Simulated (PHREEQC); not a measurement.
1 kg of water holding 9.7 mmol/kgw K2CO3 and 5.9 mmol/kgw KHCO3 is evaporated at 50 °C; the solids stay in contact with the brine. CO2 from the air is kept out. The run lets Kalicinite precipitate or redissolve, and no other solid.

The numbers come from PHREEQC with the Pitzer model, pitzer.dat.

```csv
water left (kg),ionic strength,water activity,C in solution (mol/kgw),K in solution (mol/kgw)
1,0.0342,0.999,0.0156,0.0253
0.5552,0.0623,0.999,0.0281,0.0456
0.3083,0.113,0.998,0.0506,0.0821
0.1711,0.204,(withheld),0.0911,0.148
0.09503,0.368,0.994,0.164,0.266
0.05277,0.663,0.988,0.296,0.479
0.02931,1.19,(withheld),0.532,0.863
0.01629,2.15,(withheld),0.958,1.55
0.009044,3.87,0.930,1.72,2.80
0.005026,6.96,0.859,3.10,5.03
```

Complete the blanks.


- 0.1711, water activity: 0.996
- 0.02931, water activity: 0.979
- 0.01629, water activity: 0.963

Constants without temperature data keep their 25 °C values here.
